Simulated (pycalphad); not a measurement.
Source of the numbers: pycalphad with the COST 507 light-alloy database (1999); pressure 1 atm. The data set is of 1999 and partly superseded. Diffusion is slow at the low end, where real alloys seldom reach equilibrium.

## Si-0.9901Cu (wt.%): equilibrium cooling sequence

```
T (K)          phases above              phases below
------  -------------------  ------------------------
1684.9               LIQUID       DIAMOND_A4 + LIQUID
1073.7  DIAMOND_A4 + LIQUID  CU19SI6_ETA + DIAMOND_A4
```

Changes were sought between steps of 50 K, so a narrower field can be missed.

Database names, with the compositions (at.%) that they take in these runs: CU19SI6_ETA: Cu 76 Si 24. DIAMOND_A4 is diamond (Si).
